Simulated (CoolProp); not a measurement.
R143a at 286.05 K and 0.0895 MPa is compressed adiabatically to 0.304 MPa with isentropic efficiency 0.7. Each further row changes one setting.

Model: reference Helmholtz-energy equation of state, Lemmon and Jacobsen 2000, in CoolProp.

```json
[
 {"case": "as stated", "work (kJ/kg)": "51.5", "final temperature (K)": "341.7", "final density (kg/m³)": "9.29"},
 {"case": "efficiency 1", "work (kJ/kg)": "36.1", "final temperature (K)": "326.8", "final density (kg/m³)": "9.77"},
 {"case": "efficiency 0.65", "work (kJ/kg)": "55.5", "final temperature (K)": "345.5", "final density (kg/m³)": "9.17"}
]
```
